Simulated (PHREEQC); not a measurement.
Consider water at 70 °C with 10 mmol/kgw ZnCl2, 2.7 mmol/kgw NaCl and 100 mmol/kgw FeSO4. Closed to the air; pH follows from the charge balance.

Computed with PHREEQC (ion-association model, phreeqc.dat).

* **pH**: 5.32
* **ionic strength**: 0.200 mol/kgw
* **specific conductance**: 19100 µS/cm
* **density**: 0.994 g/cm³

```
species     molality  activity   log γ
----------  --------  --------  ------
FeSO4         0.0527    0.0552   0.020
Fe+2          0.0468    0.0140  -0.524
SO4-2         0.0410    0.0109  -0.577
Cl-           0.0219    0.0152  -0.158
Zn+2         0.00456   0.00123  -0.569
ZnSO4        0.00403   0.00422   0.020
Na+          0.00252   0.00184  -0.138
Zn(SO4)2-2  0.000992  0.000276  -0.556
```

No solid was allowed to form. Constants without temperature data keep their 25 °C values here.
